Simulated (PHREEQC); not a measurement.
NaOH is added in steps, without added water, to 1 kg of water holding 0.13 mol/kgw HF and 4.2e-05 mol/kgw K2HPO4, at 25 °C. Oxygen alone is held at its pressure in air (log pO2 = -0.68). No CO2 enters from the air. Nothing may precipitate in this run.

Base run: PHREEQC, ion-association model, wateq4f.dat. Each further column changes one thing. The table gives HPO4-2 (mol/kgw).

```
NaOH added (mol)      base  Debye-Hückel limiting law  database phreeqc.dat  all activity coefficients set to 1  Davies equation for every ion
----------------  --------  -------------------------  --------------------  ----------------------------------  -----------------------------
0                 1.91e-10                   2.06e-10              1.43e-10                            1.36e-10                       1.95e-10
0.021             9.78e-10                    1.09e-9              6.54e-10                            7.05e-10                        1.00e-9
0.0385             2.38e-9                    2.77e-9               1.70e-9                             1.66e-9                        2.44e-9
0.0595             5.44e-9                    6.67e-9               4.27e-9                             3.64e-9                        5.59e-9
0.0805             1.17e-8                    1.51e-8               1.00e-8                             7.52e-9                        1.20e-8
0.1015             2.83e-8                    3.83e-8               2.60e-8                             1.76e-8                        2.90e-8
0.119              9.31e-8                    1.31e-7               8.98e-8                             5.63e-8                        9.54e-8
0.14               1.77e-5                    1.17e-5               1.60e-5                             2.46e-5                        1.74e-5
```

wateq4f.dat counts part of the HF as a dimer, H2F2, which phreeqc.dat doesn't know; its constant is uncertain. H3PO4, which wateq4f.dat lacks, is added to it with the constant of phreeqc.dat.  phreeqc.dat and wateq4f.dat share most of their constants, so their agreement is no independent check.
